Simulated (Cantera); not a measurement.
Charge: 1 mol FeS, 3.3 mol H2, equilibrated at 1775 K and 5.40 mbar.

Equilibrium computed with Cantera from the NASA thermochemical tables; the gas is ideal and each condensed phase is pure. Candidate condensed phases: Fe, FeS, FeS2, S; 8 gas species. Metal and sulfide melt together well below either melting point, which pure phases cannot show. Mutual solubility and eutectic melting of coexisting phases are not modelled. FeS: taken at fixed stoichiometry. Equilibrium is a limit: real reactors are often held back by kinetics, nucleation or transport.

Base state: H2 0.896, S2 0.0649, H2S 0.0198, SH 0.00981, Fe 0.00377, H 0.00373, S 0.00210 (mole fractions); condensed: Fe(δ) + FeS(l).

Q: What changes in the equilibrium state with this change: H2 from 3.3 to 750 mol?

A: 
| species | before | after |
|---|---|---|
| H2 | 0.896 | 0.993 |
| H | 0.00373 | 0.00393 |
| Fe | 0.00377 | 0.00133 |
| S2 | 0.0649 | 7.61e-5 |
| H2S | 0.0198 | 0.000750 |
| S | 0.00210 | 7.19e-5 |
| SH | 0.00981 | 0.000354 |
| Fe(δ), mol | 0.564 | 0 |
| FeS(l), mol | 0.422 | 0 |

Q: What changes in the equilibrium state with this change: FeS replaced by Fe2O3?

A: 
| species | before | after |
|---|---|---|
| H2 | 0.896 | 0.681 |
| H2O | 0 | 0.312 |
| Fe | 0.00377 | 0.00377 |
| S2 | 0.0649 | 0 |
| H2S | 0.0198 | 0 |
| SH | 0.00981 | 0 |
| S | 0.00210 | 0 |
| OH | 0 | 9.28e-5 |
| Fe(OH)2 | 0 | 3.91e-5 |
| Fe(δ), mol | 0.564 | 0.0239 |
| FeS(l), mol | 0.422 | 0 |
| FeO(l), mol | 0 | 1.96 |
The tables' stoichiometric FeO is somewhat more stable than real wüstite, so its field is too wide. FeO: taken at fixed stoichiometry. Further candidate phases: FeO, Fe(OH)2, Fe(OH)3, Fe2O3, Fe3O4, H2O.
